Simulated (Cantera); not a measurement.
**Catalytic combustion on Pt**

An isothermal plug-flow reactor at 625 K and 1.00 bar (inlet), inlet velocity 0.27 m/s, active area per volume 6100 1/m; feed 0.273 % H₂, 10.9 % O₂, 86.3 % N₂, 2.51 % H₂O.

Computed with Cantera and Deutschmann's 1995 Pt surface mechanism with GRI-Mech 3.0 gas chemistry. Catalytic surfaces can have several steady states; this one follows from the mechanism file's or the stated starting coverage. Mass transfer to the wall is taken as infinitely fast.

```json
[
 {"z (m)": "0.00017", "x H₂": "0.000457", "x O₂": "0.108", "x H₂O": "0.0274", "θ free Pt": "0.00736", "θ O*": "0.988", "θ OH*": "0.00490"},
 {"z (m)": "0.00028", "x H₂": "0.000292", "x O₂": "0.108", "x H₂O": "0.0276", "θ free Pt": "0.00495", "θ O*": "0.991", "θ OH*": "0.00403"},
 {"z (m)": "0.00046", "x H₂": "0.000178", "x O₂": "0.108", "x H₂O": "0.0277", "θ free Pt": "0.00338", "θ O*": "0.993", "θ OH*": "0.00334"},
 {"z (m)": "0.00077", "x H₂": "9.81e-5", "x O₂": "0.108", "x H₂O": "0.0278", "θ free Pt": "0.00241", "θ O*": "0.995", "θ OH*": "0.00282"},
 {"z (m)": "0.0013", "x H₂": "4.61e-5", "x O₂": "0.108", "x H₂O": "0.0278", "θ free Pt": "0.00187", "θ O*": "0.996", "θ OH*": "0.00249"},
 {"z (m)": "0.0021", "x H₂": "1.80e-5", "x O₂": "0.108", "x H₂O": "0.0279", "θ free Pt": "0.00162", "θ O*": "0.996", "θ OH*": "0.00232"},
 {"z (m)": "0.0036", "x H₂": "3.71e-6", "x O₂": "0.108", "x H₂O": "0.0279", "θ free Pt": "0.00150", "θ O*": "0.996", "θ OH*": "0.00223"},
 {"z (m)": "0.006", "x H₂": "3.26e-7", "x O₂": "0.108", "x H₂O": "0.0279", "θ free Pt": "0.00148", "θ O*": "0.996", "θ OH*": "0.00221"},
 {"z (m)": "0.0099", "x H₂": "6.44e-9", "x O₂": "0.108", "x H₂O": "0.0279", "θ free Pt": "0.00147", "θ O*": "0.996", "θ OH*": "0.00221"},
 {"z (m)": "0.017", "x H₂": "5.10e-12", "x O₂": "0.108", "x H₂O": "0.0279", "θ free Pt": "0.00147", "θ O*": "0.996", "θ OH*": "0.00221"}
]
```
x: gas mole fraction; θ: surface coverage.
